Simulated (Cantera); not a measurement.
## Equilibrium for halide evaporation, hydrolysis and transport: SrCl2 + O2 + N2

Charge: 1 mol SrCl2, 0.062 mol O2, 99 mol N2, held at 0.315 Torr.

These are equilibrium values from Cantera (NASA tables, ideal gas, pure condensed phases), not measurements of a reactor. Candidate condensed phases: Sr, SrCl2, SrO; 16 gas species. Mutual solubility and eutectic melting of coexisting phases are not modelled. Condensed phases not in the tables: oxide chlorides. Kinetics and transport are ignored.

| T (K) | x N2 | x SrCl2 | x Cl | x Sr | x SrCl | x O | n SrCl2(s) | n SrO(s) | n SrCl2(l) |
|---|---|---|---|---|---|---|---|---|---|
| 1000 | 0.999 | 4.86e-6 | 3.85e-7 | <1e-12 | <1e-12 | 1.92e-10 | 1.000 | 1.91e-5 | 0 |
| 1100 | 0.999 | 0.000171 | 4.95e-6 | <1e-12 | <1e-12 | 3.04e-9 | 0.983 | 0.000246 | 0 |
| 1200 | 0.996 | 0.00292 | 3.92e-5 | <1e-12 | 1.34e-10 | 3.02e-8 | 0 | 0.00195 | 0.708 |
| 1300 | 0.989 | 0.00993 | 0.000126 | <1e-12 | 5.44e-9 | 2.07e-7 | 0 | 0.00628 | 0 |
| 1400 | 0.989 | 0.00989 | 0.000203 | 9.58e-12 | 7.66e-8 | 1.08e-6 | 0 | 0.0101 | 0 |
| 1500 | 0.989 | 0.00984 | 0.000306 | 6.77e-10 | 7.57e-7 | 4.46e-6 | 0 | 0.0153 | 0 |
| 1600 | 0.989 | 0.00977 | 0.000437 | 2.84e-8 | 5.65e-6 | 1.51e-5 | 0 | 0.0216 | 0 |
| 1700 | 0.989 | 0.00968 | 0.000593 | 7.83e-7 | 3.35e-5 | 4.30e-5 | 0 | 0.0278 | 0 |
| 1800 | 0.989 | 0.00952 | 0.000772 | 1.50e-5 | 0.000163 | 0.000108 | 0 | 0.0282 | 0 |
| 1900 | 0.988 | 0.00915 | 0.00106 | 0.000176 | 0.000604 | 0.000266 | 0 | 0 | 0 |
| 2000 | 0.987 | 0.00825 | 0.00234 | 0.000546 | 0.00110 | 0.000473 | 0 | 0 | 0 |
| 2100 | 0.984 | 0.00672 | 0.00471 | 0.00141 | 0.00174 | 0.000695 | 0 | 0 | 0 |
| 2200 | 0.981 | 0.00455 | 0.00846 | 0.00303 | 0.00225 | 0.000870 | 0 | 0 | 0 |
x: gas mole fraction; n: condensed amount in mol.

From 1000 K to 1100 K the condensed part is SrCl2(s) + SrO(s). At 1200 K the condensed part is SrCl2(l) + SrO(s). From 1300 K to 1800 K the condensed part is SrO(s). From 1900 K to 2200 K nothing is condensed. The main Sr-bearing gas is SrCl2 throughout.
